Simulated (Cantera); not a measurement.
Charge: 1 mol CH3Cl, 0.37 mol F2, at 2450 °C and 100 Torr.

Cantera equilibrium calculation (NASA polynomials, part measured and part estimated; ideal gas, pure solids and liquids). Candidate condensed phases: C, C6H6, C7H8, C8H18; 118 gas species. Equilibrium is a limit: real reactors are often held back by kinetics, nucleation or transport.

Base state: HCl 0.312, HF 0.287, H2 0.235, H 0.0823, Cl 0.0758, C2H2 (acetylene) 0.00603, F 0.000357, C2H 0.000233 (mole fractions); condensed: C(graphite).

Problem. What changes in the equilibrium state with this change: F2 from 0.37 to 0.026 mol?

Solution. 
```json
[
 {"species": "H2", "before": "0.235", "after": "0.408"},
 {"species": "HCl", "before": "0.312", "after": "0.379"},
 {"species": "H", "before": "0.0823", "after": "0.108"},
 {"species": "HF", "before": "0.287", "after": "0.0233"},
 {"species": "C2H2 (acetylene)", "before": "0.00603", "after": "0.0104"},
 {"species": "Cl", "before": "0.0758", "after": "0.0699"},
 {"species": "CF", "before": "2.18e-5", "after": "1.35e-6"},
 {"species": "F", "before": "0.000357", "after": "2.21e-5"},
 {"species": "CH3", "before": "4.76e-6", "after": "1.09e-5"},
 {"species": "C4H2", "before": "6.41e-5", "after": "0.000111"},
 {"species": "C(graphite), mol", "before": "0.965", "after": "0.950"}
]
```
